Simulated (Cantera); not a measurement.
A freely propagating, adiabatic, planar premixed flame of H2 : O2 : N2 = 1 : 0.962 : 3.62 (molar parts), equivalence ratio 0.52, unburnt at 600 K and 820000 Pa; unity-Lewis-number transport, grid criteria slope 0.08 and curve 0.16, no radiation.

Model: the H2/O2 subset of GRI-Mech 3.0, which has no nitrogen chemistry, integrated in Cantera. The hydrogen kinetics of GRI-Mech 3.0 are dated; newer H2 mechanisms differ, most at raised pressure. Unity Lewis numbers drop preferential diffusion, which matters most where H2 and H carry the flame. Burning velocities carry a grid error of a few per cent, more on coarse grids. Lean hydrogen flames are cellular in practice and burn faster than this planar one.

Q: Predict: laminar burning velocity; thermal thickness; peak x(HO2); peak x(H2O2); peak x(O); peak x(OH).

A: 
```json
{
  "laminar_burning_velocity": "213 cm/s",
  "thermal_thickness": "0.0292 mm",
  "peak x(HO2)": "0.000779",
  "peak x(H2O2)": "0.000110",
  "peak x(O)": "0.00437",
  "peak x(OH)": "0.00734"
}
```
